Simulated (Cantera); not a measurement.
Fluorocarbon and chlorocarbon gases: CH2F2 + H2

Input: 1 mol CH2F2, 0.18 mol H2, at 0.0255 Torr.

Method: chemical equilibrium by Gibbs-energy minimisation in Cantera with the NASA 1993 tables (ideal gas, pure condensed phases). Candidate condensed phases: C, C6H6, C7H8, C8H18; 95 gas species. Rates play no part.

From 2150 K to 2550 K the condensed part is C(graphite). From 2650 K to 3250 K nothing is condensed. The main C-bearing gas is C2H2 (acetylene) at 2150 K and C at 3250 K.

```csv
T (K),log p HF,log p H,log p F,log p C,log p C3,log p H2,log p C2,n C(graphite)
2150,-4.53,-5.42,-7.00,-9.21,-9.07,-6.09,-10.13,0.999
2250,-4.54,-5.33,-6.47,-8.44,-8.19,-6.39,-9.24,0.998
2350,-4.57,-5.25,-5.99,-7.73,-7.38,-6.68,-8.43,0.987
2450,-4.62,-5.15,-5.60,-7.08,-6.65,-6.91,-7.69,0.933
2550,-4.73,-5.05,-5.32,-6.49,-5.97,-7.08,-7.00,0.663
2650,-4.93,-4.96,-5.14,-6.02,-5.59,-7.27,-6.53,0
2750,-5.15,-4.89,-5.02,-5.74,-5.73,-7.45,-6.43,0
2850,-5.44,-4.85,-4.95,-5.52,-5.94,-7.67,-6.38,0
2950,-5.77,-4.83,-4.92,-5.35,-6.28,-7.93,-6.43,0
3050,-6.10,-4.83,-4.91,-5.26,-6.78,-8.19,-6.60,0
3150,-6.41,-4.83,-4.90,-5.22,-7.39,-8.43,-6.86,0
3250,-6.71,-4.83,-4.90,-5.21,-8.04,-8.67,-7.14,0
```
log p: log10 of the partial pressure in bar; n: condensed amount in mol.
